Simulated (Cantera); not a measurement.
Feed: 1 mol Si, 4 mol Br₂, 18 mol N₂, at 1475 °C and 1.33 mbar.

These are equilibrium values from Cantera (NASA tables, ideal gas, pure condensed phases), not measurements of a reactor. Candidate condensed phases: Br₂, Si, Si₃N₄; 13 gas species. The tables' values for SiBr, SiBr₃ are old estimates; treat these amounts as uncertain. Rates play no part.

Base state: N₂ 0.720, Br 0.240, SiBr₂ 0.0395, SiBr 0.000276, SiBr₃ 0.000205, Br₂ 8.85e-5, Si 2.23e-5 (mole fractions); condensed: gas only.

Problem. What changes in the equilibrium state with this change: pressure from 1.33 mbar to 0.710 bar?

Solution. 
```json
[
 {"species": "N₂", "before": "0.720", "after": "0.792"},
 {"species": "Br", "before": "0.240", "after": "0.146"},
 {"species": "SiBr₄", "before": "9.74e-6", "after": "0.0399"},
 {"species": "Br₂", "before": "8.85e-5", "after": "0.0176"},
 {"species": "SiBr₂", "before": "0.0395", "after": "0.00153"},
 {"species": "Si", "before": "2.23e-5", "after": "<1e-9"},
 {"species": "SiBr", "before": "0.000276", "after": "3.29e-8"},
 {"species": "SiBr₃", "before": "0.000205", "after": "0.00258"}
]
```
The tables' values for SiBr₃ are old estimates; treat these amounts as uncertain.

Problem. What changes in the equilibrium state with this change: temperature from 1475 °C to 850 °C?

Solution. 
```
species    before    after
-------  --------  -------
N₂          0.720    0.811
Br          0.240    0.108
SiBr₄     9.74e-6   0.0450
SiBr₂      0.0395  1.99e-7
Br₂       8.85e-5   0.0358
SiBr     0.000276    <1e-9
Si        2.23e-5    <1e-9
SiBr₃    0.000205  9.20e-6
```
